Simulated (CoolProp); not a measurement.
Vapour-liquid equilibrium of R125 (1) + R236FA (2) at 0.281 MPa; x and y are mole fractions of (1).

Computed with CoolProp (multi-fluid Helmholtz-energy mixture model, Lemmon 2005 and Pan 2012; pair parameters Bell 2016).

```tsv
x	bubble temperature (°C)	y at the bubble point	dew temperature at overall composition x (°C)	liquid density (mol/L)
0.05	20.9	0.186	24.7	9.102
0.2	8.2	0.550	20.5	9.606
0.35	-1.4	0.743	15.8	10.07
0.5	-8.8	0.852	10.3	10.50
0.65	-14.6	[?]	3.6	[?]
0.8	-19.5	0.962	-5.0	11.33
0.95	-23.5	0.992	[?]	11.74
```

Q: Complete the blanks.

A: 
- 0.65, y at the bubble point: 0.919
- 0.65, liquid density (mol/L): 10.92
- 0.95, dew temperature at overall composition x (°C): -18.0

No azeotrope shows between x = 0.05 and 0.95.

Pair parameters are fitted to limited data, so mixtures are less certain than the pure fluids.
